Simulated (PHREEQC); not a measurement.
Solution (20 °C): 0.013 mol LiOH, 0.0011 mol CO2 and 0.19 mol Na2CO3 per kg of water. Closed to the air; pH follows from the charge balance.

Model: ion-association model, phreeqc.dat, run in PHREEQC.

**Question.** The ionic strength comes out as 0.392 mol/kgw. What activity coefficients do HCO3-, NaCO3-, OH-, Li+, CO3-2 get?

**Answer.** HCO3- 0.71, NaCO3- 0.73, OH- 0.65, Li+ 0.72, CO3-2 0.25.

Precipitation was switched off in this run.
